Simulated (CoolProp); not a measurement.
Properties of R507A along the isotherm -54.45 °C (Tc = 70.6 °C, pc = 3705 kPa, ω = 0.286).

Values from CoolProp's reference Helmholtz-energy equation of state, Lemmon 2003. It is a pseudo-pure fit of the blend.

| p (kPa) | phase | Z | Joule-Thomson coefficient (K/MPa) | isothermal compressibility (1/MPa) | expansivity (1/kK) | viscosity (µPa s) | Prandtl number |
|---|---|---|---|---|---|---|---|
| 29.3 | gas | 0.9843 | 57.18 | 34.67 | 4.880 | 8.66 | 0.835 |
| 165 | liquid | 0.006690 | -0.3038 | 0.002013 | 2.286 | 396 | 5.03 |
| 293 | liquid | 0.01188 | -0.3044 | 0.002007 | (withheld) | 397 | 5.03 |
| 521 | liquid | 0.02111 | -0.3053 | 0.001997 | 2.275 | 398 | 5.04 |
| 926 | liquid | (withheld) | -0.3070 | 0.001979 | 2.262 | 400 | 5.05 |
| 1650 | liquid | 0.06670 | -0.3099 | 0.001948 | 2.241 | 403 | 5.07 |
| 2930 | liquid | 0.1182 | -0.3147 | 0.001895 | 2.204 | 410 | 5.11 |
| 5210 | liquid | 0.2092 | -0.3227 | 0.001811 | 2.144 | (withheld) | 5.18 |
| 9260 | liquid | 0.3692 | -0.3351 | 0.001681 | 2.049 | 440 | 5.29 |

Some entries are withheld; supply them.


- 293, expansivity (1/kK): 2.282
- 926, Z: 0.03749
- 5210, viscosity (µPa s): 421

Viscosity comes from a separate model (Geller 2000). Thermal conductivity comes from a separate model (Geller 2001).
